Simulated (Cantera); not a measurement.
Input: 1 mol B₂O₃, 4.5 mol O₂, at 0.170 bar.

These are equilibrium values from Cantera (NASA tables, ideal gas, pure condensed phases), not measurements of a reactor. Candidate condensed phases: B, B₂O₃; 10 gas species. Kinetics and transport are ignored.

x: gas mole fraction; n: condensed amount in mol.

```tsv
T (°C)	x O₂	x B₂O₃	x BO₂	x O	x BO	n B₂O₃(l)
1452	0.992	0.00677	0.00124	0.000140	4.17e-8	0.966
1477	0.988	0.00985	0.00171	0.000180	7.59e-8	0.951
1502	0.983	0.0142	0.00234	0.000230	1.36e-7	0.930
1527	0.976	0.0202	0.00317	0.000292	2.39e-7	0.900
1552	0.967	0.0284	0.00425	0.000366	4.14e-7	0.858
1577	0.954	0.0396	0.00565	0.000457	7.08e-7	0.800
1602	0.937	0.0547	0.00743	0.000565	1.19e-6	___
1627	0.915	0.0749	0.00969	0.000692	1.99e-6	___
1652	0.885	0.102	0.0125	0.000839	3.27e-6	___
1677	0.846	0.137	0.0160	0.00101	5.33e-6	___
```

Problem. What belongs in the gaps?

Solution. 
- 1602, n B₂O₃(l): 0.720
- 1627, n B₂O₃(l): 0.609
- 1652, n B₂O₃(l): 0.453
- 1677, n B₂O₃(l): 0.233
